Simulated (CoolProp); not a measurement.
Saturation properties of CH3F (R41).

Model: reference Helmholtz-energy equation of state, Lemmon 2006, in CoolProp. It is a short technical equation, of lower accuracy than the large ones.

```tsv
T (°C)	p (MPa)	enthalpy of vaporisation (kJ/kg)	liquid cp (kJ/(kg K))
-106.95	0.01539	524.5	2.060
-103.95	0.01940	520.9	2.059
-100.85	0.02442	517.1	2.058
-97.85	0.03024	513.3	2.058
-94.85	___	509.5	2.058
-91.75	0.04556	505.6	2.059
-88.75	0.05511	501.7	2.061
-85.75	___	497.7	2.063
-82.65	___	493.6	2.066
-79.65	0.09430	489.5	2.070
-76.65	0.1112	___	___
-73.55	0.1311	480.9	2.079
-70.55	___	476.6	2.085
-67.55	0.1775	472.2	2.092
-64.45	0.2060	467.5	2.099
```

Question: Some entries are withheld; supply them.

Answer: 
- -94.85, p (MPa): 0.03714
- -85.75, p (MPa): 0.06622
- -82.65, p (MPa): 0.07950
- -76.65, enthalpy of vaporisation (kJ/kg): 485.3
- -76.65, liquid cp (kJ/(kg K)): 2.074
- -70.55, p (MPa): 0.1529

It boils at -78.4 °C under 1 atm.
